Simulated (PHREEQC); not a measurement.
Make-up at 2.4 °C: 0.16 mol CuCl2, 0.0037 mol H2SO4 and 0.23 mol FeCl3 per kg of water. Closed to the air; pH follows from the charge balance.

All values are PHREEQC results (ion-association model, phreeqc.dat), not measurements.

```csv
quantity,before,after
pH,2.08,2.28
ionic strength (mol/kgw),1.04,0.160
Cl- (mol/kgw),0.698,0.0929
Cu+2 (mol/kgw),0.141,0.0155
FeCl2+ (mol/kgw),0.0989,0.00142
FeCl+2 (mol/kgw),0.0875,0.00485
SI of Goethite (FeOOH),+3.76,+4.20
```

What was changed between the two runs?
A. diluted 2-fold with water
B. 0.013 mol/kgw Na2SO4 added
C. diluted 10-fold with water
D. temperature from 2.4 to 55 °C
E. temperature from 2.4 to 45 °C

C, diluted 10-fold with water

No solid was allowed to form. The ionic strength passes 0.7 mol/kgw, the rough limit of the ion-association models, in before. Some of these states are supersaturated (in Hematite (slow to form), Goethite (slow to form), for instance). Constants without temperature data keep their 25 °C values here.
